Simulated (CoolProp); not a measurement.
A simple Rankine cycle with cyclohexane: condensing at 333.15 K, boiler at 0.251 MPa, turbine inlet 389.3 K, turbine efficiency 0.6, pump efficiency 0.7, no recuperator. Each further row changes one setting.

Values from CoolProp's reference Helmholtz-energy equation of state, Zhou 2014.

```
case                             thermal efficiency (%)  net work (kJ/kg)  heat in (kJ/kg)  turbine exit temperature (K)  volume ratio over the turbine
-------------------------------  ----------------------  ----------------  ---------------  ----------------------------  -----------------------------
as stated                                           7.2              32.8              453                         365.3                           4.79
turbine inlet 409.3 K                               7.1              34.9              490                         386.0                           4.77
condensing temperature 325.15 K                     8.2              38.6              469                         361.4                           6.33
boiler pressure 0.176 MPa                           5.7              26.1              456                         371.3                           3.34
turbine efficiency 0.5                              6.0              27.3              453                         368.7                           4.84
```
